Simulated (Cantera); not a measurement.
Input (Python, Cantera):

```python
import numpy as np
import cantera as ct

gas = ct.Solution("gri30.yaml")
gas.TPX = 2175, 8400, {'NO': 1, 'N2': 0.27}
reactor = ct.IdealGasConstPressureReactor(gas, energy="off", clone=False)
net = ct.ReactorNet([reactor])
net.rtol, net.atol = 1e-08, 1e-18
show = ['NO', 'N2', 'O', 'NO2', 'O2']
times = np.geomspace(8e-05, 200, 9)

steps = ct.SolutionArray(gas, extra=["t"])
rows = []
print(f"{'t/s':>10s}{'T/K':>9s}{'P/Pa':>11s}" + "".join(f"{s:>11s}" for s in show))
for t in times:
    while net.time < t:
        t_next = net.step()
        steps.append(gas.state, t=t_next)
    rows.append([np.interp(t, steps.t, y) for y in (steps.T, steps.P, *steps(*show).X.T)])
    print(f"{t:10.3e}{rows[-1][0]:9.1f}{rows[-1][1]:11.4g}" + "".join(f"{x:11.3e}" for x in rows[-1][2:]))
rate = np.gradient(steps.T, steps.t)
print("integrator steps:", len(steps.t))
if steps.T.max() > steps.T[0] + 200:
    print(f"time of steepest temperature rise: {steps.t[rate.argmax()]:.4e} s")
gas.TPX = 2175, 8400, {'NO': 1, 'N2': 0.27}
gas.equilibrate("TP")
print(f"equilibrium (TP): T = {gas.T:.1f} K  " + "  ".join(f"{s} {gas[s].X[0]:.3e}" for s in show))
```

Result:

```
       t/s      T/K       P/Pa         NO         N2          O        NO2         O2
 8.000e-05   2175.0       8400  7.874e-01  2.126e-01  1.574e-05  1.995e-07  1.376e-07
 5.045e-04   2175.0       8400  7.872e-01  2.126e-01  1.062e-04  4.984e-06  5.889e-06
 3.181e-03   2175.0       8400  7.855e-01  2.132e-01  7.417e-04  4.449e-05  3.377e-04
 2.006e-02   2175.0       8400  7.704e-01  2.205e-01  1.401e-03  7.957e-05  7.378e-03
 1.265e-01   2175.0       8400  6.624e-01  2.743e-01  2.299e-03  1.373e-04  6.076e-02
 7.976e-01   2175.0       8400  1.756e-01  5.171e-01  4.441e-03  8.019e-05  3.027e-01
 5.030e+00   2175.0       8400  1.484e-02  5.974e-01  4.945e-03  7.643e-06  3.828e-01
 3.172e+01   2175.0       8400  1.408e-02  5.978e-01  4.948e-03  7.255e-06  3.832e-01
 2.000e+02   2175.0       8400  1.408e-02  5.978e-01  4.948e-03  7.255e-06  3.832e-01
integrator steps: 944
equilibrium (TP): T = 2175.0 K  NO 1.408e-02  N2 5.978e-01  O 4.948e-03  NO2 7.255e-06  O2 3.832e-01
```

Computed with Cantera and GRI-Mech 3.0 (53 species, 325 reactions).
